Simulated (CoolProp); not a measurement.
Vapour-liquid equilibrium of CH2F2 (R32) (1) + fluoroethane (R161) (2) at 238.7 K; x and y are mole fractions of (1).

Computed with CoolProp (multi-fluid Helmholtz-energy mixture model, Tillner-Roth 1997 and Wu 2012; pair parameters Bell 2016).

```tsv
x	bubble pressure (bar)	y at the bubble point	dew pressure at overall composition x (bar)	liquid density (mol/L)
0.05	1.246	0.108	1.202	17.12
0.2	1.455	0.344	1.322	[?]
0.35	1.632	0.512	1.460	[?]
0.5	1.790	0.646	1.618	19.23
0.65	1.938	0.763	1.794	[?]
0.8	2.080	0.870	1.986	20.99
0.95	2.221	0.969	2.194	22.01
```

Task: Fill in the missing entries.

Result: 
- 0.2, liquid density (mol/L): 17.77
- 0.35, liquid density (mol/L): 18.47
- 0.65, liquid density (mol/L): 20.07

No azeotrope shows between x = 0.05 and 0.95.

Pair parameters are fitted to limited data, so mixtures are less certain than the pure fluids.
